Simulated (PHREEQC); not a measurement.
A solution holds 1.3 mmol/kgw MnSO4, at 25 °C. Closed to the air; pH follows from the charge balance.

Model: ion-association model, wateq4f.dat, run in PHREEQC.

Each row changes one thing in this solution. Precipitation was switched off in this run.

```csv
case,pH,ionic strength (mol/kgw),SO4-2 (mol/kgw),HSO4- (mol/kgw)
as made,6.76,0.00466,0.00116,1.58e-8
MnSO4 from 0.0013 to 0.0026 mol/kgw,6.68,0.00879,0.00220,3.33e-8
diluted 10-fold with water,6.95,0.000511,0.000128,1.30e-9
MnSO4 replaced by K2SO4 at the same molality,7.02,0.00386,0.00128,9.80e-9
MnSO4 from 0.0013 to 0.00143 mol/kgw,6.75,0.00509,0.00127,1.76e-8
```
